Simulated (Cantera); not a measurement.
Charge: 1 mol Si2Cl6, 0.23 mol Cl2, 20 mol H2, held at 0.0133 bar.

Method: chemical equilibrium by Gibbs-energy minimisation in Cantera with the NASA 1993 tables (ideal gas, pure condensed phases). Candidate condensed phases: Si; 19 gas species. The feed counts by its element totals alone. The tables' values for SiCl3 are old estimates; treat these amounts as uncertain. Kinetics and transport are ignored. All values below are at 1150 K.

Base state: H2 0.859, HCl 0.0764, SiCl4 0.0349, SiCl2 0.0149, SiHCl3 0.00797, SiCl3 0.00691, SiH2Cl2 0.000228 (mole fractions); condensed: Si(s).

What changes in the equilibrium state with this change: pressure from 0.0133 bar to 0.00580 bar?


```
species       before     after
----------  --------  --------
H2             0.859     0.847
HCl           0.0764    0.0895
SiCl4         0.0349    0.0295
SiCl2         0.0149    0.0208
SiH2Cl2     0.000228  0.000137
SiHCl3       0.00797   0.00567
SiCl3        0.00691   0.00750
Si(s), mol     0.558     0.577
```
